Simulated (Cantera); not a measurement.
# Premixed flame

A freely propagating, adiabatic, planar premixed flame of 8.90 % CH₄, 19.1 % O₂, 72.0 % N₂, equivalence ratio 0.93, unburnt at 375 K and 225 Torr; multicomponent+Soret transport, grid criteria slope 0.08 and curve 0.16, no radiation.

Detailed kinetics in Cantera: GRI-Mech 3.0 (53 species, 325 reactions). Burning velocities carry a grid error of a few per cent, more on coarse grids.

```
z (mm)  T (K)  u (m/s)     x CH₄    x O₂    x CH₂   x C₂H₂     x H₂O     x NO
------  -----  -------  --------  ------  -------  -------  --------  -------
-3.39     375    0.712    0.0889   0.191    <1e-8    <1e-8   4.22e-6    <1e-8
-2.26     376    0.713    0.0888   0.191    <1e-8    <1e-8   6.77e-5    <1e-8
-1.69     378    0.719    0.0883   0.191    <1e-8  1.43e-8  0.000392    <1e-8
-1.13     415    0.791    0.0849   0.189    <1e-8  3.35e-7   0.00418  3.72e-8
-0.565    802     1.55    0.0625   0.161  2.64e-7  8.80e-6    0.0407  8.16e-7
-0.282   1224     2.39    0.0352   0.120  8.03e-6  2.88e-5    0.0832  2.11e-6
0        1610     3.18   0.00857  0.0722  3.95e-5  5.31e-5     0.126  4.42e-6
0.282    1757     3.47  0.000672  0.0453  8.81e-6  9.05e-6     0.146  7.19e-6
0.565    1793     3.53   2.82e-5  0.0361  4.38e-7  2.66e-7     0.150  8.97e-6
1.13     1830     3.59   6.76e-8  0.0312    <1e-8    <1e-8     0.149  1.09e-5
2.26     1878     3.67     <1e-8  0.0287    <1e-8    <1e-8     0.151  1.37e-5
4.52     1941     3.77     <1e-8  0.0265    <1e-8    <1e-8     0.155  1.85e-5
9.03     2014     3.90     <1e-8  0.0241    <1e-8    <1e-8     0.160  2.73e-5
```
x: mole fraction of selected species; z is measured from the peak of heat release.

```yaml
laminar_burning_velocity: 71.2 cm/s
thermal_thickness: 1.13 mm
peak x(CH₂): 3.95e-5
peak x(C₂H₂): 5.44e-5
grid_points: 147
```
